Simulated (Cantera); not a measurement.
An adiabatic, constant-volume homogeneous reactor starts with CO : H2 : CH4 : O2 : N2 = 1 : 0.031 : 0.84 : 4.39 : 52.7 (molar parts), equivalence ratio 0.50, at 998 K and 6.10 bar. Integrator tolerance rtol = 1e-08.

Detailed kinetics in Cantera: GRI-Mech 3.0 (53 species, 325 reactions). Below about 1000 K GRI-Mech 3.0 lacks low-temperature oxidation paths.

```tsv
quantity	before	after
time of steepest temperature rise	0.263 s	0.198 s
temperature at 0.500 s	1609 K	1609 K
equilibrium temperature	1606 K	1606 K
x(CO) at 0.500 s	1.17e-6 (gas-phase equilibrium 1.13e-6)	9.32e-7 (gas-phase equilibrium 9.03e-7)
x(H2) at 0.500 s	3.57e-7 (gas-phase equilibrium 3.48e-7)	2.85e-7 (gas-phase equilibrium 2.77e-7)
x(CH4) at 0.500 s	<1e-12 (gas-phase equilibrium <1e-12)	<1e-12 (gas-phase equilibrium <1e-12)
x(CH2CO) at 0.500 s	<1e-12 (gas-phase equilibrium <1e-12)	<1e-12 (gas-phase equilibrium <1e-12)
x(H2O) at 0.500 s	0.0293 (gas-phase equilibrium 0.0293)	0.0293 (gas-phase equilibrium 0.0293)
```

### Question
What was changed between the two runs?
A) constant pressure in place of constant volume
B) pressure from 6.10 bar to 9.60 bar
C) initial temperature 998 to 1048 K
D) pressure from 6.10 bar to 0.610 bar

### Answer
B, pressure from 6.10 bar to 9.60 bar
